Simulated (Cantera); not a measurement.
An adiabatic, constant-volume homogeneous reactor starts with CH4 : O2 : N2 = 1 : 5.26 : 19.8 (molar parts), at 1325 K and 1130 Torr. Integrator tolerance rtol = 1e-08.

Detailed kinetics in Cantera: GRI-Mech 3.0 (53 species, 325 reactions).

**Question.** What does this change do: initial temperature 1325 to 1125 K?

**Answer.** 
```json
[
 {"quantity": "time of steepest temperature rise", "before": "3.77 ms", "after": "57.1 ms"},
 {"quantity": "temperature at 8.00 s", "before": "2295 K", "after": "2144 K"},
 {"quantity": "equilibrium temperature", "before": "2295 K", "after": "2144 K"},
 {"quantity": "x(CH4) at 8.00 s", "before": "<1e-12 (gas-phase equilibrium <1e-12)", "after": "<1e-12 (gas-phase equilibrium <1e-12)"},
 {"quantity": "x(O2) at 8.00 s", "before": "0.118 (gas-phase equilibrium 0.118)", "after": "0.120 (gas-phase equilibrium 0.120)"},
 {"quantity": "x(C2H4) at 8.00 s", "before": "<1e-12 (gas-phase equilibrium <1e-12)", "after": "<1e-12 (gas-phase equilibrium <1e-12)"},
 {"quantity": "x(C2H6) at 8.00 s", "before": "<1e-12 (gas-phase equilibrium <1e-12)", "after": "<1e-12 (gas-phase equilibrium <1e-12)"},
 {"quantity": "x(C2H) at 8.00 s", "before": "<1e-12 (gas-phase equilibrium <1e-12)", "after": "<1e-12 (gas-phase equilibrium <1e-12)"},
 {"quantity": "x(NO) at 8.00 s", "before": "0.0114 (gas-phase equilibrium 0.0114)", "after": "0.00824 (gas-phase equilibrium 0.00824)"},
 {"quantity": "x(O) at 8.00 s", "before": "0.00103 (gas-phase equilibrium 0.00103)", "after": "0.000388 (gas-phase equilibrium 0.000388)"}
]
```

**Question.** What does this change do: constant pressure in place of constant volume?

**Answer.** 
```tsv
quantity	before	after
time of steepest temperature rise	3.77 ms	3.88 ms
temperature at 8.00 s	2295 K	2112 K
equilibrium temperature	2295 K	2112 K
x(CH4) at 8.00 s	<1e-12 (gas-phase equilibrium <1e-12)	<1e-12 (gas-phase equilibrium <1e-12)
x(O2) at 8.00 s	0.118 (gas-phase equilibrium 0.118)	0.121 (gas-phase equilibrium 0.121)
x(C2H4) at 8.00 s	<1e-12 (gas-phase equilibrium <1e-12)	<1e-12 (gas-phase equilibrium <1e-12)
x(C2H6) at 8.00 s	<1e-12 (gas-phase equilibrium <1e-12)	<1e-12 (gas-phase equilibrium <1e-12)
x(C2H) at 8.00 s	<1e-12 (gas-phase equilibrium <1e-12)	<1e-12 (gas-phase equilibrium <1e-12)
x(NO) at 8.00 s	0.0114 (gas-phase equilibrium 0.0114)	0.00763 (gas-phase equilibrium 0.00763)
x(O) at 8.00 s	0.00103 (gas-phase equilibrium 0.00103)	0.000430 (gas-phase equilibrium 0.000430)
```
